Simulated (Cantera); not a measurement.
A closed system holds: 1 mol C2F6, 0.76 mol HCl, 1.2 mol Si, at 1600 K and 0.0133 bar.

Cantera equilibrium calculation (NASA polynomials, part measured and part estimated; ideal gas, pure solids and liquids). Candidate condensed phases: C, C6H6, C7H8, C8H18, Si, SiC; 143 gas species. The feed counts by its element totals alone. Gases not in the tables: C2F6 and larger saturated fluorocarbons. Rates play no part.

Base state: SiF4 0.449, HF 0.256, Cl 0.182, CF4 0.0472, Cl2 0.0366, HCl 0.0278, CClF3 0.000907, CF2 0.000325 (mole fractions); condensed: C(graphite).

**Question.** What changes in the equilibrium state with this change: pressure from 0.0133 bar to 0.000860 bar?

**Answer.** 
```tsv
species	before	after
SiF4	0.449	0.427
HF	0.256	0.265
Cl	0.182	0.256
Cl2	0.0366	0.00466
HCl	0.0278	0.00541
CF4	0.0472	0.0396
CCl2F2	1.37e-5	4.06e-7
F	0.000115	0.000856
CClF3	0.000907	0.000143
CF2	0.000325	0.00117
CF3	2.91e-5	5.06e-5
C(graphite), mol	1.87	1.89
```
